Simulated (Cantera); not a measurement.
Input: 1 mol TEOS, 0.1 mol O₂, 2.6 mol N₂, equilibrated at 623.15 K and 133 Pa.

Method: chemical equilibrium by Gibbs-energy minimisation in Cantera with the NASA 1993 tables (ideal gas, pure condensed phases). Candidate condensed phases: C, C₆H₆, C₇H₈, C₈H₁₈, H₂O, Si, SiC, SiO₂, Si₂N₂O, Si₃N₄; 151 gas species. The feed counts by its element totals alone. Rates play no part.

Base state: H₂ 0.637, N₂ 0.202, H₂O 0.0838, CO₂ 0.0368, CH₄ 0.0275, CO 0.0132 (mole fractions); condensed: C(graphite) + SiO₂(α-quartz).

What changes in the equilibrium state with this change: pressure from 133 Pa to 40000 Pa?


```csv
species,before,after
CH₄,0.0275,0.367
N₂,0.202,0.279
H₂O,0.0838,0.203
H₂,0.637,0.134
CO,0.0132,0.000505
CO₂,0.0368,0.0161
NH₃,8.62e-6,0.000295
"C(graphite), mol",7.00,4.42
"SiO₂(α-quartz), mol",1.00,1.00
```

What changes in the equilibrium state with this change: temperature from 623.15 K to 1800 K?


```json
[
 {"species": "H₂", "before": "0.637", "after": "0.588"},
 {"species": "CO", "before": "0.0132", "after": "0.248"},
 {"species": "N₂", "before": "0.202", "after": "0.153"},
 {"species": "H₂O", "before": "0.0838", "after": "5.54e-8"},
 {"species": "CO₂", "before": "0.0368", "after": "6.10e-9"},
 {"species": "CH₄", "before": "0.0275", "after": "3.55e-7"},
 {"species": "SiO", "before": "<1e-9", "after": "0.00138"},
 {"species": "H", "before": "<1e-9", "after": "0.00752"},
 {"species": "HCN", "before": "<1e-9", "after": "0.00184"},
 {"species": "C₂H₂ (acetylene)", "before": "<1e-9", "after": "0.000103"},
 {"species": "C(graphite), mol", "before": "7.00", "after": "2.81"},
 {"species": "SiO₂(α-quartz), mol", "before": "1.00", "after": "0"},
 {"species": "SiC(s), mol", "before": "0", "after": "0.976"}
]
```
